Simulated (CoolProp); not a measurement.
Sulfur dioxide along the isotherm 525 K: Z from the reference equation and from simpler models built on Tc = 430.6 K, pc = 78.87 bar, ω = 0.256; each cubic takes its own stable root.

The numbers come from the reference Helmholtz-energy equation of state, Gao 2016 in CoolProp.

```json
[
 {"p (bar)": "13.1", "phase": "gas", "reference": "0.9714"},
 {"p (bar)": "26.3", "phase": "gas", "reference": "0.9420"},
 {"p (bar)": "39.4", "phase": "gas", "reference": "0.9122"},
 {"p (bar)": "52.6", "phase": "gas", "reference": "0.8815"},
 {"p (bar)": "65.7", "phase": "gas", "reference": "0.8506"},
 {"p (bar)": "78.9", "phase": "supercritical", "reference": "0.8190"},
 {"p (bar)": "92", "phase": "supercritical", "reference": "0.7876"},
 {"p (bar)": "105", "phase": "supercritical", "reference": "0.7565"},
 {"p (bar)": "118", "phase": "supercritical", "reference": "0.7259"}
]
```

Question: How far does each simpler model (van der Waals, Redlich-Kwong, Soave-Redlich-Kwong, Peng-Robinson) lie from the reference over these 9 states: mean and median of the absolute difference, and the worst?

Answer: 
- van der Waals: mean 3.4 %, median 2.4 %, worst -9.2 % at 525 K and 118 bar
- Redlich-Kwong: mean 2.2 %, median 2.0 %, worst -4.4 % at 525 K and 118 bar
- Soave-Redlich-Kwong: mean 1.2 %, median 0.9 %, worst +3.3 % at 525 K and 118 bar
- Peng-Robinson: mean 1.4 %, median 1.5 %, worst -1.8 % at 525 K and 78.9 bar
